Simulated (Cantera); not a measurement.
A freely propagating, adiabatic, planar premixed flame of 36.9 % H₂, 13.2 % O₂, 49.5 % N₂, 0.406 % H₂O, equivalence ratio 1.4, unburnt at 600 K and 2.50 bar; mixture-averaged transport, grid criteria slope 0.08 and curve 0.16, no radiation.

Cantera simulation using the H2/O2 subset of GRI-Mech 3.0, which has no nitrogen chemistry; the numbers are that mechanism's predictions, not measurements. The hydrogen kinetics of GRI-Mech 3.0 are dated; newer H2 mechanisms differ, most at raised pressure. Burning velocities carry a grid error of a few per cent, more on coarse grids.

Predict: laminar burning velocity; thermal thickness; peak x(HO₂); peak x(H); peak x(H₂O₂).


```json
{
  "laminar_burning_velocity": "918 cm/s",
  "thermal_thickness": "0.138 mm",
  "peak x(HO₂)": "0.000581",
  "peak x(H)": "0.0689",
  "peak x(H₂O₂)": "3.18e-5"
}
```
